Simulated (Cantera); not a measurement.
## Equilibrium for silicon oxide and oxynitride deposition: SiH₄ + O₂ + N₂

Feed: 1 mol SiH₄, a varied amount of O₂, 5.2 mol N₂, equilibrated at 1900 K and 13.0 mbar.

These are equilibrium values from Cantera (NASA tables, ideal gas, pure condensed phases), not measurements of a reactor. Candidate condensed phases: H₂O, Si, SiO₂, Si₂N₂O, Si₃N₄; 35 gas species. The tables hold silica as quartz up to 1696 K and as liquid above; real silica turns to tridymite and cristobalite and melts near 1996 K. The numbers say what is thermodynamically allowed, not how fast it happens.

```json
[
 {"n(O₂) (mol)": "0.8", "log p N₂": "-2.05", "log p O₂": "-11.23", "log p H₂": "-2.48", "log p H₂O": "-4.21", "log p SiO": "-3.13", "n SiO₂(condensed)": "0.564"},
 {"n(O₂) (mol)": "1.9", "log p N₂": "-2.03", "log p O₂": "-5.87", "log p H₂": "-3.44", "log p H₂O": "-2.49", "log p SiO": "-5.81", "n SiO₂(condensed)": "0.999"},
 {"n(O₂) (mol)": "2.9", "log p N₂": "-2.08", "log p O₂": "-2.85", "log p H₂": "-4.96", "log p H₂O": "-2.50", "log p SiO": "-7.32", "n SiO₂(condensed)": "1.000"},
 {"n(O₂) (mol)": "4", "log p N₂": "-2.14", "log p O₂": "-2.56", "log p H₂": "-5.16", "log p H₂O": "-2.56", "log p SiO": "-7.46", "n SiO₂(condensed)": "1.000"},
 {"n(O₂) (mol)": "5.1", "log p N₂": "-2.19", "log p O₂": "-2.42", "log p H₂": "-5.28", "log p H₂O": "-2.61", "log p SiO": "-7.54", "n SiO₂(condensed)": "1.000"},
 {"n(O₂) (mol)": "6.2", "log p N₂": "-2.23", "log p O₂": "-2.33", "log p H₂": "-5.37", "log p H₂O": "-2.65", "log p SiO": "-7.58", "n SiO₂(condensed)": "1.000"},
 {"n(O₂) (mol)": "7.3", "log p N₂": "-2.27", "log p O₂": "-2.26", "log p H₂": "-5.44", "log p H₂O": "-2.69", "log p SiO": "-7.61", "n SiO₂(condensed)": "1.000"},
 {"n(O₂) (mol)": "8.3", "log p N₂": "-2.30", "log p O₂": "-2.22", "log p H₂": "-5.50", "log p H₂O": "-2.73", "log p SiO": "-7.63", "n SiO₂(condensed)": "1.000"},
 {"n(O₂) (mol)": "9.4", "log p N₂": "-2.34", "log p O₂": "-2.19", "log p H₂": "-5.55", "log p H₂O": "-2.76", "log p SiO": "-7.65", "n SiO₂(condensed)": "1.000"}
]
```
log p: log10 of the partial pressure in bar; n: condensed amount in mol.

From 0.8 mol O₂ to 9.4 mol O₂ the condensed part is SiO₂(condensed).
